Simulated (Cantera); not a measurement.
Input: 1 mol SiCl₄, 8.9 mol H₂, equilibrated at 898.15 K and 0.133 bar.

Method: chemical equilibrium by Gibbs-energy minimisation in Cantera with the NASA 1993 tables (ideal gas, pure condensed phases). Candidate condensed phases: Si; 19 gas species. The tables' values for SiCl₃ are old estimates; treat these amounts as uncertain. Rates play no part.

Base state: H₂ 0.884, SiCl₄ 0.0863, HCl 0.0149, SiHCl₃ 0.0143, SiH₂Cl₂ 0.000223, SiCl₃ 0.000168, SiCl₂ 1.58e-5 (mole fractions); condensed: gas only.

Task: What changes in the equilibrium state with this change: 0.7 mol NH₃ added?

Result: 
```csv
species,before,after
H₂,0.884,0.778
HCl,0.0149,0.178
SiCl₄,0.0863,0.0423
SiHCl₃,0.0143,0.000515
N₂,0,0.000933
SiH₂Cl₂,0.000223,5.94e-7
SiCl₂,1.58e-5,4.77e-8
"Si₃N₄(s), mol",0,0.170
```
Further candidate phases: NH₄Cl, Si₃N₄.
